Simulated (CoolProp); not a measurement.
Ammonia at 293.15 K and 4.18 MPa is throttled through a valve to 1.72 MPa with no heat exchange. Each further row changes one setting.

Values from CoolProp's reference Helmholtz-energy equation of state, Gao 2020.

```json
[
 {"case": "as stated", "temperature change (K)": "…", "final phase": "liquid", "final density (kg/m³)": "611"},
 {"case": "outlet pressure 0.516 MPa", "temperature change (K)": "…", "final phase": "…", "final density (kg/m³)": "…"},
 {"case": "outlet pressure 2.24 MPa", "temperature change (K)": "+0.2", "final phase": "liquid", "final density (kg/m³)": "611"}
]
```

Task: Fill in the missing entries.

Result: 
- as stated, temperature change (K): +0.3
- outlet pressure 0.516 MPa, temperature change (K): -15.0
- outlet pressure 0.516 MPa, final phase: two-phase, vapour fraction 0.058
- outlet pressure 0.516 MPa, final density (kg/m³): 64.3
